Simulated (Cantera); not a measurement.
Source: NASA polynomial tables (part measured, part estimated), evaluated in Cantera. Values are per mole of reaction as written; species without (g) are pure solids or liquids, kept so even where they would boil at 1 bar.

3 CH4(g) + C → 2 C2H6(g), with ΔH° = 56.1 kJ and ΔS° = -106.5 J/K at 300 K.

Problem. How far is the shortcut ΔG° ≈ ΔH°(300 K) − T·ΔS°(300 K) from the full temperature-dependent value at 1550, 1600, 1650, 1700, 1750, 1800, 1850, 1900, 1950, 2000, 2050 K?

Solution. 
| T (K) | shortcut (kJ) | full (kJ) | difference (kJ) | difference in log10 K |
|---|---|---|---|---|
| 1550 | 221.1 | 221.5 | -0.4 | 0.01 |
| 1600 | 226.4 | 226.8 | -0.4 | 0.01 |
| 1650 | 231.8 | 232.1 | -0.4 | 0.01 |
| 1700 | 237.1 | 237.5 | -0.4 | 0.01 |
| 1750 | 242.4 | 242.8 | -0.4 | 0.01 |
| 1800 | 247.7 | 248.1 | -0.4 | 0.01 |
| 1850 | 253.0 | 253.5 | -0.5 | 0.01 |
| 1900 | 258.4 | 258.9 | -0.5 | 0.01 |
| 1950 | 263.7 | 264.3 | -0.6 | 0.02 |
| 2000 | 269.0 | 269.6 | -0.6 | 0.02 |
| 2050 | 274.3 | 275.1 | -0.7 | 0.02 |
The shortcut ignores the heat-capacity change of the reaction.
